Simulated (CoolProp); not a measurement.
A single-stage vapour-compression cycle with CH3F (R41): evaporating at 223.15 K (dew point), condensing at 264.15 K (bubble point), superheat 10 K, subcooling 8 K, compressor efficiency 0.6, no pressure losses. Each further row changes one setting.

Model: reference Helmholtz-energy equation of state, Lemmon 2006, in CoolProp. It is a short technical equation, of lower accuracy than the large ones.

```json
[
 {"case": "as stated", "cooling COP": "2.68", "pressure ratio": "4.08", "discharge temperature (K)": "365.1", "refrigerating effect (kJ/kg)": "384", "volumetric capacity (kJ/m³)": "2850"},
 {"case": "evaporating temperature 228.15 K", "cooling COP": "(withheld)", "pressure ratio": "3.34", "discharge temperature (K)": "(withheld)", "refrigerating effect (kJ/kg)": "386", "volumetric capacity (kJ/m³)": "(withheld)"},
 {"case": "condensing temperature 259.15 K", "cooling COP": "(withheld)", "pressure ratio": "3.52", "discharge temperature (K)": "350.1", "refrigerating effect (kJ/kg)": "396", "volumetric capacity (kJ/m³)": "2940"},
 {"case": "subcooling 13 K", "cooling COP": "2.76", "pressure ratio": "4.08", "discharge temperature (K)": "365.1", "refrigerating effect (kJ/kg)": "396", "volumetric capacity (kJ/m³)": "2940"},
 {"case": "superheat 20 K", "cooling COP": "(withheld)", "pressure ratio": "4.08", "discharge temperature (K)": "380.6", "refrigerating effect (kJ/kg)": "(withheld)", "volumetric capacity (kJ/m³)": "(withheld)"},
 {"case": "compressor efficiency 0.5", "cooling COP": "(withheld)", "pressure ratio": "4.08", "discharge temperature (K)": "386.2", "refrigerating effect (kJ/kg)": "384", "volumetric capacity (kJ/m³)": "2850"}
]
```

Question: What belongs in the gaps?

Answer: 
- evaporating temperature 228.15 K, cooling COP: 3.19
- evaporating temperature 228.15 K, discharge temperature (K): 350.6
- evaporating temperature 228.15 K, volumetric capacity (kJ/m³): 3470
- condensing temperature 259.15 K, cooling COP: 3.13
- superheat 20 K, cooling COP: 2.62
- superheat 20 K, refrigerating effect (kJ/kg): 397
- superheat 20 K, volumetric capacity (kJ/m³): 2790
- compressor efficiency 0.5, cooling COP: 2.23
